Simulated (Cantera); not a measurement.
Feed: 1 mol NaCl, 26 mol H2, 0.39 mol N2, equilibrated at 0.0100 bar.

Method: chemical equilibrium by Gibbs-energy minimisation in Cantera with the NASA 1993 tables (ideal gas, pure condensed phases). Candidate condensed phases: NH4Cl, Na, NaCl; 17 gas species. Kinetics and transport are ignored.

**Question.** Which condensed phases are stable at each of these points (T (K)): 823, 873, 923, 973, 1023, 1073, 1123, 1173?

**Answer.** 
```tsv
T (K)	condensed phases	Na condensed (%)
823	NaCl(s)	99.9
873	NaCl(s)	99.4
923	NaCl(s)	97.0
973	NaCl(s)	86.3
1023	NaCl(s)	46.2
1073	gas only	0.0
1123	gas only	0.0
1173	gas only	0.0
```

From 823 K to 1023 K the condensed part is NaCl(s). From 1073 K to 1173 K nothing is condensed.
